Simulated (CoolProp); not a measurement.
CHF3 (R23) along the isotherm 55.25 °C: density (kg/m³) from the reference equation and from simpler models built on Tc = 26.1 °C, pc = 48.32 bar, ω = 0.263; each cubic takes its own stable root.

Computed with CoolProp (reference Helmholtz-energy equation of state, Penoncello 2003).

```csv
p (bar),phase,reference,van der Waals,Redlich-Kwong,Soave-Redlich-Kwong,Peng-Robinson
10.1,gas,27.45,27.30,27.43,27.35,27.55
20.1,gas,58.30,57.73,58.24,57.81,58.70
30.2,gas,94.46,93.30,94.39,93.09,95.33
40.3,gas,137.7,136.4,137.8,134.6,139.1
50.3,supercritical,191.0,192.2,192.2,184.6,192.5
60.4,supercritical,261.9,278.0,266.3,248.1,261.1
70.5,supercritical,360.3,402.4,368.6,328.6,348.2
80.5,supercritical,485.0,477.6,471.7,416.7,444.1
90.6,supercritical,599.2,520.9,546.0,493.0,529.1
101,supercritical,681.6,551.8,599.9,552.8,597.0
111,supercritical,737.0,574.7,639.6,597.3,648.1
121,supercritical,778.5,593.5,671.9,633.4,689.7
```
